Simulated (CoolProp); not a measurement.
Vapour-liquid equilibrium of toluene (1) + n-dodecane (2) at 0.221 MPa; x and y are mole fractions of (1).

Values from CoolProp's multi-fluid Helmholtz-energy mixture model, Lemmon 2006 and Lemmon 2004; pair parameters Bell 2016.

```
x     bubble temperature (°C)  y at the bubble point  dew temperature at overall composition x (°C)  liquid density (mol/L)
----  -----------------------  ---------------------  ---------------------------------------------  ----------------------
0.05                    242.2                  0.204                                          249.7                   3.433
0.2                     213.1                  0.637                                          242.4                   3.930
0.35                    189.5                  0.838                                          234.0                   4.473
0.5                     172.2                  0.924                                          224.2                   5.074
0.65                    159.7                  0.963                                          212.0                   5.771
0.8                     150.3                  0.984                                          195.1                   6.617
0.95                    142.8                  0.997                                          164.5                   7.687
```

No azeotrope shows between x = 0.05 and 0.95.

The pair parameters rest on a limited set of measurements; away from them the model extrapolates.
